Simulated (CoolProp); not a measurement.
R141b along the isobar 0.238 MPa: Z from the reference equation and from simpler models built on Tc = 477.5 K, pc = 4.212 MPa, ω = 0.220; each cubic takes its own stable root.

The numbers come from the reference Helmholtz-energy equation of state, Lemmon 2006 in CoolProp. It is a short technical equation, of lower accuracy than the large ones.

```tsv
T (K)	phase	reference	van der Waals	Redlich-Kwong	Soave-Redlich-Kwong	Peng-Robinson
293.4	liquid	0.009177	0.9455	0.01025	0.009989	0.008846
302.4	liquid	0.009031	0.9493	0.01011	0.009832	0.008702
311.4	liquid	0.008899	0.9527	0.009984	0.009695	0.008575
320.4	liquid	0.008782	0.9557	0.9386	0.009578	0.008466
329.4	liquid	0.008678	0.9585	0.9433	0.009481	0.008375
338.4	gas	0.9361	0.9611	0.9475	0.9428	0.9400
347.4	gas	0.9425	0.9634	0.9513	0.9471	0.9443
356.4	gas	0.9480	0.9656	0.9547	0.9510	0.9483
365.4	gas	0.9527	0.9676	0.9578	0.9546	0.9519
374.4	gas	0.9567	0.9694	0.9606	0.9578	0.9552
```

At some of these states van der Waals, Redlich-Kwong gives the other phase, because its saturation line lies elsewhere.
